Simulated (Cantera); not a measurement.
Fluorocarbon and chlorocarbon gases: CCl₄ + Si

Input: 1 mol CCl₄, 0.014 mol Si, equilibrated at 925 °C and 21.0 mbar.

Cantera equilibrium calculation (NASA polynomials, part measured and part estimated; ideal gas, pure solids and liquids). Candidate condensed phases: C, Si, SiC; 24 gas species. Rates play no part.

```
Quantity                             Result
--------------------------------  ---------
x(Cl₂)                                0.962
x(Cl)                                0.0313
x(SiCl₄)                            0.00694
x(CCl₄)                             2.28e-5
n(C(graphite))                    1.000 mol
gas amount                        2.018 mol
log10 activity of Si(s) (absent)     -22.48
```
